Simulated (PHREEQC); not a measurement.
Model water analysis in mg/kgw, 25 °C, pH 6.43, pe 12.9:

| constituent | mg/kgw |
|---|---|
| Na | 5.47 |
| K | 0.143 |
| Ca | 6.17 |
| Mg | 0.778 |
| Cl | 16.1 |
| S(6) as SO4 | 5.35 |
| Alkalinity as HCO3 | 1.69 |
| Sr | 1.59 |
| Br | 0.13 |

Valence states are taken as typed.

Equilibrium calculation in PHREEQC: ion-association model, phreeqc.dat.

This is a speciation only: nothing precipitates in the calculation.

### Question
What charge-balance error does the model give?

### Answer
charge-balance error 4.4 %.

### Question
In which forms is C present?

### Answer
HCO3- 55 %, CO2 45 % of the C.
